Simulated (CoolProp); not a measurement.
A single-stage vapour-compression cycle with C3F8 (R218): evaporating at 279.15 K (dew point), condensing at 330.15 K (bubble point), superheat 0 K, subcooling 2 K, compressor efficiency 0.9, no pressure losses. Each further row changes one setting.

Computed with CoolProp (reference Helmholtz-energy equation of state, Lemmon 2006). It is a short technical equation, of lower accuracy than the large ones.

| case | cooling COP | pressure ratio | discharge temperature (K) | refrigerating effect (kJ/kg) | volumetric capacity (kJ/m³) |
|---|---|---|---|---|---|
| as stated | 2.08 | 3.79 | 330.2 | 27.6 | 1330 |
| evaporating temperature 284.15 K | 2.59 | ? | 330.2 | 30.5 | 1720 |
| condensing temperature 325.15 K | 2.78 | 3.38 | 325.1 | 34.4 | 1660 |
| subcooling 7 K | 2.62 | 3.79 | 330.2 | 34.8 | 1680 |
| superheat 10 K | 2.44 | 3.79 | 330.2 | ? | ? |
| compressor efficiency 0.8 | 1.85 | 3.79 | 330.2 | 27.6 | 1330 |

Problem. What belongs in the gaps?

Solution. 
- evaporating temperature 284.15 K, pressure ratio: 3.25
- superheat 10 K, refrigerating effect (kJ/kg): 36.2
- superheat 10 K, volumetric capacity (kJ/m³): 1640

The compression ends wet for: as stated; evaporating temperature 284.15 K; condensing temperature 325.15 K; subcooling 7 K; compressor efficiency 0.8.
